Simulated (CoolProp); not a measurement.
Properties of R1234ze(E) along the isotherm 391.9 K (Tc = 382.5 K, pc = 3.635 MPa, ω = 0.313).

Values from CoolProp's reference Helmholtz-energy equation of state, Thol 2016.

```csv
p (MPa),phase,cp (kJ/(kg K)),Joule-Thomson coefficient (K/MPa)
0.0474,gas,[?],[?]
0.0974,gas,[?],8.807
0.2,gas,[?],8.890
0.411,gas,1.038,9.069
0.844,gas,1.068,[?]
1.73,gas,1.160,[?]
3.56,gas,1.997,14.15
7.3,supercritical,[?],1.411
15,supercritical,1.495,0.2784
```

What belongs in the gaps?


- 0.0474, cp (kJ/(kg K)): 1.018
- 0.0474, Joule-Thomson coefficient (K/MPa): 8.768
- 0.0974, cp (kJ/(kg K)): 1.020
- 0.2, cp (kJ/(kg K)): 1.026
- 0.844, Joule-Thomson coefficient (K/MPa): 9.473
- 1.73, Joule-Thomson coefficient (K/MPa): 10.51
- 7.3, cp (kJ/(kg K)): 1.820
